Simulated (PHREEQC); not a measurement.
H3PO4 is added in steps, without added water, to 1 kg of water holding 0.038 mol HF, 0.0046 mol (NH4)2SiF6 and 0.00087 mol H3AsO4, at 75 °C. Oxygen is held at 0.21 atm. CO2 from the air is kept out. Solids allowed: Quartz. Others were left out.

Base run: PHREEQC, ion-association model, wateq4f.dat. Each further column changes one thing. The table gives H3PO4 (mol/kgw).

| H3PO4 added (mol) | base | all activity coefficients set to 1 | Debye-Hückel limiting law | metal-ligand complexes left out | Davies equation for every ion |
|---|---|---|---|---|---|
| 0 | 0 | 0 | 0 | 0 | 0 |
| 0.0048 | 0.00238 | ___ | 0.00231 | 0.00238 | 0.00236 |
| 0.0096 | 0.00530 | 0.00568 | 0.00515 | 0.00530 | 0.00525 |
| 0.0144 | 0.00853 | ___ | 0.00831 | 0.00853 | 0.00845 |
| 0.0176 | 0.0108 | ___ | 0.0105 | 0.0108 | 0.0107 |
| 0.0224 | 0.0143 | 0.0152 | 0.0140 | 0.0143 | 0.0142 |
| 0.0272 | 0.0180 | ___ | 0.0176 | 0.0180 | 0.0178 |
| 0.032 | 0.0217 | ___ | 0.0212 | 0.0217 | 0.0216 |

Task: What belongs in the gaps?

Result: 
- 0.0048, all activity coefficients set to 1: 0.00257
- 0.0144, all activity coefficients set to 1: 0.00909
- 0.0176, all activity coefficients set to 1: 0.0115
- 0.0272, all activity coefficients set to 1: 0.0190
- 0.032, all activity coefficients set to 1: 0.0229

H3PO4, which wateq4f.dat lacks, is added to it with the constant of phreeqc.dat. At this temperature some constants are extrapolated from 25 °C, and those without enthalpy data are left unchanged. SiF6-2 is the database's only silicon fluoride.
